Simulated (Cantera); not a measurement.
# C3H6 + H2O + N2 + O2 (carbon deposition, reforming and gasification)

Feed: 1 mol C3H6, 0.42 mol H2O, 7.9 mol N2, 0.18 mol O2, held at 2125 K and 0.130 bar.

Method: chemical equilibrium by Gibbs-energy minimisation in Cantera with the NASA 1993 tables (ideal gas, pure condensed phases). Candidate condensed phases: C, C6H6, C7H8, C8H18, H2O; 136 gas species. The numbers say what is thermodynamically allowed, not how fast it happens.

| Property | Value |
|---|---|
| x(N2) | 0.646 |
| x(H2) | 0.274 |
| x(CO) | 0.0643 |
| x(HCN) | 0.00984 |
| x(H) | 0.00527 |
| x(HNC) | 0.000692 |
| x(C2H2 (acetylene)) | 0.000458 |
| x(CN) | 5.84e-6 |
| x(C2N2) | 3.55e-6 |
| n(C(graphite)) | 2.08 mol |
| gas amount | 12.13 mol |
